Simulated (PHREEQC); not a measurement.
Make-up at 25 °C and 300 atm: 0.039 mol/kgw ZnCl2, 0.00016 mol/kgw NaCl and 0.21 mol/kgw MnSO4. Closed to the air; pH follows from the charge balance.

The numbers come from PHREEQC with the ion-association model, phreeqc.dat.

The ionic strength comes out as 0.547 mol/kgw. What activity coefficients do Cl-, MnCl3-, ZnCl+, Mn+2, SO4-2 get?

Cl- 0.65, MnCl3- 0.68, ZnCl+ 0.65, Mn+2 0.25, SO4-2 0.20.

Precipitation was switched off in this run. Under pressure, the constants of complexes without a molar volume in the database are unreliable.
